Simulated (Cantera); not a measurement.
Feed: 1 mol Si, 0.94 mol HCl, 4.1 mol H₂, at 1202 °C and 218 Torr.

These are equilibrium values from Cantera (NASA tables, ideal gas, pure condensed phases), not measurements of a reactor. Candidate condensed phases: Si; 19 gas species. The tables' values for SiCl₃ are old estimates; treat these amounts as uncertain. Kinetics and transport are ignored.

Base state: H₂ 0.866, HCl 0.0926, SiCl₂ 0.0312, SiCl₃ 0.00491, SiCl₄ 0.00263, SiHCl₃ 0.00232, SiH₂Cl₂ 0.000323, H 2.24e-5 (mole fractions); condensed: Si(s).

What changes in the equilibrium state with this change: pressure from 218 Torr to 6450 Torr?


```json
[
 {"species": "H₂", "before": "0.866", "after": "0.896"},
 {"species": "HCl", "before": "0.0926", "after": "0.0569"},
 {"species": "SiHCl₃", "before": "0.00232", "after": "0.0154"},
 {"species": "SiCl₂", "before": "0.0312", "after": "0.0114"},
 {"species": "SiCl₄", "before": "0.00263", "after": "0.0104"},
 {"species": "SiH₃Cl", "before": "1.31e-5", "after": "0.000247"},
 {"species": "SiH₂Cl₂", "before": "0.000323", "after": "0.00361"},
 {"species": "H", "before": "2.24e-5", "after": "4.19e-6"},
 {"species": "SiCl₃", "before": "0.00491", "after": "0.00589"},
 {"species": "Si(s), mol", "before": "0.793", "after": "0.771"}
]
```

What changes in the equilibrium state with this change: temperature from 1202 °C to 825 °C?


| species | before | after |
|---|---|---|
| H₂ | 0.866 | 0.927 |
| SiCl₄ | 0.00263 | 0.0285 |
| HCl | 0.0926 | 0.0247 |
| SiCl₂ | 0.0312 | 0.00133 |
| SiHCl₃ | 0.00232 | 0.0156 |
| H | 2.24e-5 | 4.42e-8 |
| SiH₂Cl₂ | 0.000323 | 0.00102 |
| SiCl₃ | 0.00491 | 0.00164 |
| SiH₃Cl | 1.31e-5 | 1.77e-5 |
| Si(s), mol | 0.793 | 0.768 |
